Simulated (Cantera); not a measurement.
Mixture: 7.09 % C₂H₄, 17.7 % O₂, 66.7 % N₂, 8.51 % H₂O, at 3750 Torr, adiabatic and at constant volume. Ignition delay is the time to a rise of 400 K.

Computed with Cantera and GRI-Mech 3.0 (53 species, 325 reactions). GRI-Mech 3.0 was tuned for natural gas; its chemistry of ethylene as a main component is partial and can be far from experiment.

### Question
At T0 = 1300 K, what is the delay, and which 8 reactions control it most (d ln τ / d ln k, from doubling and halving each rate constant)?

### Answer
The delay is 85.0 µs.
| reaction | d ln τ / d ln k | faster rate |
|---|---|---|
| H + O2 <=> O + OH | -1.11 | shortens it |
| C2H3 + O2 <=> CH2CHO + O | -1.11 | shortens it |
| C2H3 + O2 <=> CH2O + HCO | 0.97 | lengthens it |
| C2H4 + O <=> CH2CHO + H | -0.67 | shortens it |
| C2H4 + O <=> CH3 + HCO | 0.66 | lengthens it |
| C2H4 + H (+M) <=> C2H5 (+M) | 0.41 | lengthens it |
| H + O2 + H2O <=> HO2 + H2O | 0.41 | lengthens it |
| C2H4 + H <=> C2H3 + H2 | -0.34 | shortens it |
